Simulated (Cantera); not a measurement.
A perfectly stirred reactor is fed with H₂ : O₂ : N₂ = 0.51 : 1 : 12 (molar parts), equivalence ratio 0.26, at 0.385 atm; it is held at 1298 K, and followed from long to short residence time.

Model: the H2/O2 subset of GRI-Mech 3.0, which has no nitrogen chemistry, integrated in Cantera. The temperature is held fixed by assumption; the heat of reaction is taken as removed at once.

Question: What does this change do: H2 0.51 to 0.39 parts?

Answer: 
| quantity | before | after |
|---|---|---|
| x(H₂) at τ = 17.0 s | 6.07e-6 | 4.89e-6 |
| x(O₂) at τ = 17.0 s | 0.0562 | 0.0610 |
| x(O) at τ = 17.0 s | 6.62e-6 | 6.48e-6 |
| x(HO₂) at τ = 17.0 s | 2.06e-7 | 1.81e-7 |
| x(H₂O) at τ = 17.0 s | 0.0384 | 0.0295 |
| x(H₂) at τ = 0.240 s | 9.94e-5 | 7.89e-5 |
| x(O₂) at τ = 0.240 s | 0.0561 | 0.0609 |
| x(O) at τ = 0.240 s | 0.000115 | 0.000112 |
| x(HO₂) at τ = 0.240 s | 2.21e-6 | 1.95e-6 |
| x(H₂O) at τ = 0.240 s | 0.0382 | 0.0294 |
